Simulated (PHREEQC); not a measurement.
PHREEQC input (ion-association model, phreeqc.dat):

```
SOLUTION 1
  temp 85
  units mol/kgw
  pH 7 charge
  Na 0.0077
END
SELECTED_OUTPUT 1
  -reset false
  -pH true
  -pe true
  -ionic_strength true
  -water true
  -totals Ca Na S S(-2) S(6)
  -molalities H+ Ca+2 Na+ SO4-2 OH- O2 HSO4- S-2 HS- H2S
    CaOH+ CaSO4 CaHSO4+ NaOH NaSO4-
  -equilibrium_phases Gypsum
PRINT
  -reset false
USE solution 1
REACTION_PRESSURE 1
  1 50 100 200 300 400 500 600 800 1000
EQUILIBRIUM_PHASES 1
  Gypsum 0 0.2
  O2(g) -0.68 10
END
```

Selected output (columns that matter, 10 of 10 rows; P (atm) added in front):

```
P (atm)	pH	mu	Ca	Na	S	m_H+	m_Ca+2	m_Na+	m_SO4-2	m_OH-	m_CaSO4	m_NaSO4-	Gypsum
1	10.282	0.045605	0.013977	0.0076961	0.013977	6.2097e-11	0.0095727	0.0074886	0.0093818	0.0076795	0.0043872	0.00020754	0.18602
50	10.264	0.047143	0.014574	0.007696	0.014574	6.4783e-11	0.0099617	0.0074797	0.009762	0.0076794	0.0045953	0.00021627	0.18542
100	10.245	0.048754	0.015203	0.0076958	0.015203	6.7678e-11	0.010369	0.0074701	0.01016	0.0076793	0.0048176	0.00022568	0.18479
200	10.208	0.052105	0.016529	0.0076954	0.016529	7.3961e-11	0.011217	0.0074493	0.010988	0.0076791	0.0052949	0.00024609	0.18346
300	10.17	0.055637	0.017947	0.007695	0.017947	8.0956e-11	0.012112	0.0074262	0.011859	0.0076789	0.0058194	0.0002688	0.18204
400	10.131	0.05936	0.019467	0.0076946	0.019467	8.8733e-11	0.013055	0.0074006	0.012777	0.0076786	0.0063962	0.00029398	0.18052
500	10.091	0.063283	0.021097	0.0076941	0.021097	9.7372e-11	0.01405	0.0073723	0.013744	0.0076784	0.0070307	0.00032186	0.17889
600	10.052	0.06742	0.022845	0.0076937	0.022845	1.0696e-10	0.0151	0.007341	0.014763	0.007678	0.0077292	0.00035266	0.17714
800	9.9709	0.076374	0.026736	0.0076926	0.026736	1.2939e-10	0.017375	0.0072686	0.016966	0.0076773	0.0093457	0.00042402	0.17324
1000	9.8891	0.086309	0.031226	0.0076913	0.031226	1.5691e-10	0.019902	0.0071812	0.019407	0.0076763	0.011309	0.00051016	0.16874
```

Species that the database lacks are ignored. Away from 25 °C the constants follow the database's enthalpies or fits; those with neither stay at their 25 °C values.
